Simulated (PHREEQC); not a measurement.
A column of 1 m (30 cells, dispersivity 0.08 m, 60 s a shift, diffusion coefficient 3e-10 m²/s) holds 0.012 eq of the database's cation exchanger X per kg of pore water, first in equilibrium with 0.0001 mol/kgw PbCl2 and 1e-05 mol/kgw HCl. It is flushed with 0.00055 mol PbCl2, 0.021 mol KCl and 1e-05 mol HCl per kg of water, at 15 °C. Values are for the last cell. CO2 from the air is kept out. Nothing may precipitate in this run.

The numbers come from PHREEQC with the ion-association model, phreeqc.dat.

Question: Predict K in solution (mol/kgw), Cl in solution (mol/kgw), Pb in solution (mol/kgw), PbX2 on the exchanger (mol/kgw) at pore volumes = 0.4167, 1.217, 1.883, 2.817.

Answer: 
```json
[
 {"pore volumes": "0.4167", "K in solution (mol/kgw)": "2.47e-6", "Cl in solution (mol/kgw)": "0.000551", "Pb in solution (mol/kgw)": "0.000269", "PbX2 on the exchanger (mol/kgw)": "0.00600"},
 {"pore volumes": "1.217", "K in solution (mol/kgw)": "0.00995", "Cl in solution (mol/kgw)": "0.0168", "Pb in solution (mol/kgw)": "0.00342", "PbX2 on the exchanger (mol/kgw)": "0.00441"},
 {"pore volumes": "1.883", "K in solution (mol/kgw)": "0.0171", "Cl in solution (mol/kgw)": "0.0214", "Pb in solution (mol/kgw)": "0.00214", "PbX2 on the exchanger (mol/kgw)": "0.00305"},
 {"pore volumes": "2.817", "K in solution (mol/kgw)": "0.0198", "Cl in solution (mol/kgw)": "0.0221", "Pb in solution (mol/kgw)": "0.00112", "PbX2 on the exchanger (mol/kgw)": "0.00208"}
]
```
